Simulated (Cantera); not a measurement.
An isothermal, constant-pressure homogeneous reactor starts with 0.483 % CH4, 98.5 % H2, 0.985 % CO2, at 2848 K and 0.0230 bar.

Model: GRI-Mech 3.0 (53 species, 325 reactions), integrated in Cantera. Radical loss at walls, strong at low pressure, is not modelled.

One state of this run: x CH4 = 6.86e-5; x H2 = 0.877; x CO2 = 1.23e-5; x H2O = 0.00648; x CO = 0.0118; x C2H6 = 1.21e-10; x O2 = 4.79e-8. x: mole fraction; the columns are a selection and need not sum to one.

Problem. Which value of t (s) does it belong to?
(A) 0.301
(B) 6.65e-5
(C) 0.0271
(D) 0.00816

Solution. D, 0.00816
